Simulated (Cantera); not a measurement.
An adiabatic, constant-pressure homogeneous reactor starts with 1.22 % C₃H₈, 13.3 % O₂, 82.0 % N₂, 3.53 % H₂, equivalence ratio 0.59, at 1800 K and 24.0 bar.

Computed with Cantera and GRI-Mech 3.0 (53 species, 325 reactions). GRI-Mech 3.0 was tuned for natural gas; its chemistry of propane as a main component is partial and can be far from experiment. The pressure lies above the range GRI-Mech 3.0 was tuned for (to about 10 atm).

Problem. Predict: time of steepest temperature rise; temperature at 0.200 s; equilibrium temperature; x(O₂) at 0.200 s; x(HCO) at 0.200 s; x(O) at 0.200 s.

Solution. 
```
Property                                                             Value
---------------------------------  ---------------------------------------
time of steepest temperature rise                                  1.10 µs
temperature at 0.200 s                                              2601 K
equilibrium temperature                                             2601 K
x(O₂) at 0.200 s                     0.0472 (gas-phase equilibrium 0.0472)
x(HCO) at 0.200 s                  1.26e-9 (gas-phase equilibrium 1.26e-9)
x(O) at 0.200 s                    0.00104 (gas-phase equilibrium 0.00104)
```
